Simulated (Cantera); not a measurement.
A perfectly stirred reactor is fed with H₂ : O₂ : N₂ = 0.11 : 1 : 2 (molar parts), equivalence ratio 0.055, at 1900 Pa; it is held at 1023 K, and followed from long to short residence time.

Cantera simulation using the H2/O2 subset of GRI-Mech 3.0, which has no nitrogen chemistry; the numbers are that mechanism's predictions, not measurements. Radical loss at walls, strong at low pressure, is not modelled. The temperature is held fixed by assumption; the heat of reaction is taken as removed at once.

Problem. What does this change do: temperature 1023 to 1073 K?

Solution. 
| quantity | before | after |
|---|---|---|
| x(H₂) at τ = 0.750 s | 0.000395 | 0.000301 |
| x(O₂) at τ = 0.750 s | 0.309 | 0.308 |
| x(HO₂) at τ = 0.750 s | 2.13e-6 | 1.78e-6 |
| x(OH) at τ = 0.750 s | 0.000326 | 0.000426 |
| x(H) at τ = 0.750 s | 0.000229 | 0.000262 |
| x(H₂) at τ = 24.0 ms | 0.00290 | 0.00224 |
| x(O₂) at τ = 24.0 ms | 0.306 | 0.305 |
| x(HO₂) at τ = 24.0 ms | 3.47e-6 | 2.95e-6 |
| x(OH) at τ = 24.0 ms | 0.00111 | 0.00132 |
| x(H) at τ = 24.0 ms | 0.00437 | 0.00465 |

Problem. What does this change do: pressure from 1900 Pa to 1600 Pa?

Solution. 
| quantity | before | after |
|---|---|---|
| x(H₂) at τ = 0.750 s | 0.000395 | 0.000420 |
| x(O₂) at τ = 0.750 s | 0.309 | 0.309 |
| x(HO₂) at τ = 0.750 s | 2.13e-6 | 1.93e-6 |
| x(OH) at τ = 0.750 s | 0.000326 | 0.000366 |
| x(H) at τ = 0.750 s | 0.000229 | 0.000318 |
| x(H₂) at τ = 24.0 ms | 0.00290 | 0.00313 |
| x(O₂) at τ = 24.0 ms | 0.306 | 0.306 |
| x(HO₂) at τ = 24.0 ms | 3.47e-6 | 2.96e-6 |
| x(OH) at τ = 24.0 ms | 0.00111 | 0.00119 |
| x(H) at τ = 24.0 ms | 0.00437 | 0.00538 |

Problem. What does this change do: temperature 1023 to 1325 K?

Solution. 
```csv
quantity,before,after
x(H₂) at τ = 0.750 s,0.000395,0.000218
x(O₂) at τ = 0.750 s,0.309,0.307
x(HO₂) at τ = 0.750 s,2.13e-6,8.41e-7
x(OH) at τ = 0.750 s,0.000326,0.00132
x(H) at τ = 0.750 s,0.000229,0.000457
x(H₂) at τ = 24.0 ms,0.00290,0.00121
x(O₂) at τ = 24.0 ms,0.306,0.299
x(HO₂) at τ = 24.0 ms,3.47e-6,1.39e-6
x(OH) at τ = 24.0 ms,0.00111,0.00290
x(H) at τ = 24.0 ms,0.00437,0.00494
```
